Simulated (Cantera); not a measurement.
A freely propagating, adiabatic, planar premixed flame of 6.87 % CH₄, 19.6 % O₂, 73.5 % N₂, unburnt at 575 K and 13300 Pa; mixture-averaged transport, grid criteria slope 0.08 and curve 0.16, no radiation.

Cantera simulation using GRI-Mech 3.0 (53 species, 325 reactions); the numbers are that mechanism's predictions, not measurements. Burning velocities carry a grid error of a few per cent, more on coarse grids.

Predict: laminar burning velocity; thermal thickness; peak x(CO); peak x(O); peak x(CH₃); peak x(HCN).


- laminar burning velocity = 136 cm/s
- thermal thickness = 2.30 mm
- peak x(CO) = 0.0390
- peak x(O) = 0.00883
- peak x(CH₃) = 0.00155
- peak x(HCN) = 3.82e-7
